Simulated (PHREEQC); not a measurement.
Make-up at 78 °C: 0.036 mol CuSO4, 0.00066 mol HBF4 and 0.083 mol NaCl per kg of water. Closed to the air; pH follows from the charge balance.

Model: ion-association model, wateq4f.dat, run in PHREEQC.

| quantity | before | after |
|---|---|---|
| pH | 3.49 | 4.27 |
| ionic strength (mol/kgw) | 0.164 | 0.163 |
| Na+ (mol/kgw) | 0.0796 | 0.0796 |
| Cl- (mol/kgw) | 0.0730 | 0.0731 |
| SI of Halite (NaCl) | -4.21 | -4.21 |

### Question
Which change was made?
(A) diluted 10-fold with water
(B) CuSO4 from 0.036 to 0.072 mol/kgw
(C) HBF4 left out
(D) CuSO4 left out
(E) CuSO4 from 0.036 to 0.0072 mol/kgw

### Answer
C, HBF4 left out

This is a speciation only: nothing precipitates in the calculation. Some of these states are supersaturated (in Atacamite, Tenorite (slow to form), for instance). At this temperature some constants are extrapolated from 25 °C, and those without enthalpy data are left unchanged. Real BF4- forms and hydrolyses slowly; the run takes it at equilibrium.
